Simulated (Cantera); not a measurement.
## Ignition delay

Mixture: CH4 : O2 : N2 : H2O = 1 : 3.39 : 12.7 : 1.1 (molar parts), at 5.00 bar, adiabatic and at constant volume. Ignition delay is the time to a rise of 400 K.

Cantera simulation using GRI-Mech 3.0 (53 species, 325 reactions); the numbers are that mechanism's predictions, not measurements.

| T0 (K) | delay (ms) |
|---|---|
| 1300 | 2.36 |
| 1400 | 0.790 |
| 1500 | 0.289 |
| 1600 | 0.116 |
| 1700 | 0.0510 |
| 1800 | 0.0249 |
| 1900 | 0.0134 |
| 2000 | 0.00775 |
| 2100 | 0.00482 |
| 2200 | 0.00317 |

- apparent activation energy between 2000 and 2200 K = 160 kJ/mol
